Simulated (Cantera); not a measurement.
A perfectly stirred reactor is fed with 5.46 % CH₄, 1.91 % H₂, 19.5 % O₂, 73.1 % N₂, equivalence ratio 0.61, at 7500 Torr; it is adiabatic with a 698 K inlet, and is followed from long to short residence time, starting on the burning branch (τ in s: 0.31, 0.15, 0.07, 0.033, 0.016, 0.0075, 0.0036, 0.0017, 0.0008, 0.00038, 0.00018, 8.6e-05).

Cantera simulation using GRI-Mech 3.0 (53 species, 325 reactions); the numbers are that mechanism's predictions, not measurements.

Task: Predict: blow-out, bracketed by the residence times tried; x(CH₄) at τ = 0.310 s; x(H₂) at τ = 0.310 s; x(O₂) at τ = 0.310 s; x(CO) at τ = 0.310 s; x(NO) at τ = 0.310 s; x(CH₄) at τ = 3.60 ms; x(H₂) at τ = 3.60 ms; x(O₂) at τ = 3.60 ms; x(CO) at τ = 3.60 ms; x(NO) at τ = 3.60 ms.

Result: blow-out, bracketed by the residence times tried: burning at 86.0 µs, the shortest tried
x(CH₄) at τ = 0.310 s: 3.45e-7
x(H₂) at τ = 0.310 s: 4.85e-5
x(O₂) at τ = 0.310 s: 0.0760
x(CO) at τ = 0.310 s: 9.99e-5
x(NO) at τ = 0.310 s: 0.00116
x(CH₄) at τ = 3.60 ms: 2.10e-5
x(H₂) at τ = 3.60 ms: 0.000121
x(O₂) at τ = 3.60 ms: 0.0768
x(CO) at τ = 3.60 ms: 0.000512
x(NO) at τ = 3.60 ms: 4.01e-5
